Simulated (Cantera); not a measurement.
Charge: 1 mol C6H6, 19 mol H2, 0.18 mol H2O, equilibrated at 13000 Pa.

Equilibrium computed with Cantera from the NASA thermochemical tables; the gas is ideal and each condensed phase is pure. Candidate condensed phases: C, C6H6, C7H8, C8H18, H2O; 110 gas species. Rates play no part.

x: gas mole fraction; n: condensed amount in mol.

```tsv
T (K)	x H2	x CH4	x H2O	x CO	n C(graphite)
675	0.618	0.371	0.0110	6.93e-5	?
725	0.681	0.309	0.00991	0.000583	?
775	0.814	0.176	0.00775	0.00162	?
825	0.897	0.0946	0.00518	0.00352	?
875	0.941	0.0503	0.00279	0.00560	?
925	0.964	0.0274	0.00129	0.00695	5.25
975	0.976	0.0156	0.000579	0.00759	5.49
1025	0.983	0.00923	0.000266	0.00785	5.62
1075	0.986	0.00570	0.000129	0.00797	5.70
1125	0.988	0.00366	6.62e-5	0.00801	5.74
1175	0.989	0.00244	3.58e-5	0.00803	5.77
1225	0.990	0.00167	2.04e-5	0.00804	5.78
1275	0.991	0.00118	1.21e-5	0.00805	5.79
1325	0.991	0.000857	7.46e-6	0.00805	5.80
```

Q: What belongs in the gaps?

A: 
- 675, n C(graphite): 0
- 725, n C(graphite): 0.752
- 775, n C(graphite): 2.64
- 825, n C(graphite): 4.00
- 875, n C(graphite): 4.81
